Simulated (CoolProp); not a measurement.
Values from CoolProp's reference Helmholtz-energy equation of state, Lemmon 2006. It is a short technical equation, of lower accuracy than the large ones.

For CH3F (R41), give the phase and the cv (kJ/(kg K)), Joule-Thomson coefficient (K/MPa) at 407.7 K and 0.198 MPa; 416.2 K and 3.42 MPa; 364.8 K and 0.0393 MPa.


- 407.7 K and 0.198 MPa: gas; cv 1.07, Joule-Thomson coefficient 7.51
- 416.2 K and 3.42 MPa: gas; cv 1.14, Joule-Thomson coefficient 6.69
- 364.8 K and 0.0393 MPa: gas; cv 0.981, Joule-Thomson coefficient 10.2
